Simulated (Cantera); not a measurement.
**Hydrocarbon pyrolysis for carbon deposition**

An isothermal, constant-pressure homogeneous reactor starts with CH₄ : N₂ = 1 : 34 (molar parts), at 1475 K and 100.0 Torr.

Cantera simulation using GRI-Mech 3.0 (53 species, 325 reactions); the numbers are that mechanism's predictions, not measurements. GRI-Mech 3.0 stops at C3 and has no aromatics, soot or wall deposition, so with more carbon than oxygen in the feed, carbon stays in small species such as C2H2 where larger ones or solid carbon would form.

```
t (s)       x CH₄     x C₂H    x C₂H₆      x H    x C₂H₄     x HCN
--------  -------  --------  --------  -------  --------  --------
0.000600   0.0286    <1e-12  1.17e-10  1.03e-8  5.54e-11    <1e-12
0.00221    0.0286    <1e-12   5.63e-9  1.04e-8   2.92e-9    <1e-12
0.00811    0.0286    <1e-12   2.21e-7  1.19e-8   1.41e-7    <1e-12
0.0298     0.0285    <1e-12   4.48e-6  2.57e-8   5.23e-6    <1e-12
0.110      0.0282  9.63e-12   3.12e-5  1.34e-7  0.000114  1.69e-11
0.403      0.0256  2.58e-10   4.62e-5  7.81e-7  0.000633  7.81e-10
1.48       0.0199  9.60e-10   1.77e-5  1.88e-6  0.000267   6.32e-9
5.44       0.0116   1.84e-9   5.02e-6  3.46e-6   7.31e-5   2.72e-8
20.0      0.00413   2.91e-9   6.93e-7  5.43e-6   2.83e-5   8.26e-8
```
x: mole fraction; the columns are a selection and need not sum to one.

Equilibrium at this temperature and pressure: CH₄ 6.17e-5, C₂H 6.78e-10, C₂H₆ 2.81e-10, H 7.29e-6, C₂H₄ 4.84e-6, HCN 0.0229 (gas phase only).
